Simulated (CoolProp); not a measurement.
R115 along the isobar 119 bar: fugacity coefficient from the reference equation and from simpler models built on Tc = 353.1 K, pc = 31.29 bar, ω = 0.248; each cubic takes its own stable root.

Values from CoolProp's reference Helmholtz-energy equation of state, Lemmon 2016.

```json
[
 {"T (K)": "236.6", "phase": "liquid", "reference": "0.01659"},
 {"T (K)": "263", "phase": "liquid", "reference": "0.04232"},
 {"T (K)": "289.3", "phase": "liquid", "reference": "0.08645"},
 {"T (K)": "315.6", "phase": "liquid", "reference": "0.1504"},
 {"T (K)": "342", "phase": "liquid", "reference": "0.2319"},
 {"T (K)": "368.3", "phase": "supercritical", "reference": "0.3247"},
 {"T (K)": "394.7", "phase": "supercritical", "reference": "0.4218"},
 {"T (K)": "421", "phase": "supercritical", "reference": "0.5149"},
 {"T (K)": "447.3", "phase": "supercritical", "reference": "0.5989"},
 {"T (K)": "473.7", "phase": "supercritical", "reference": "0.6718"},
 {"T (K)": "500", "phase": "supercritical", "reference": "0.7336"}
]
```

Problem. How far does each simpler model (van der Waals, Redlich-Kwong, Soave-Redlich-Kwong, Peng-Robinson) lie from the reference over these 11 states: mean and median of the absolute difference, and the worst?

Solution. 
- van der Waals: mean 83.9 %, median 13.6 %, worst +439.6 % at 236.6 K and 119 bar
- Redlich-Kwong: mean 17.6 %, median 7.0 %, worst +67.9 % at 236.6 K and 119 bar
- Soave-Redlich-Kwong: mean 4.9 %, median 5.3 %, worst +5.6 % at 394.7 K and 119 bar
- Peng-Robinson: mean 3.1 %, median 2.8 %, worst -4.5 % at 263 K and 119 bar
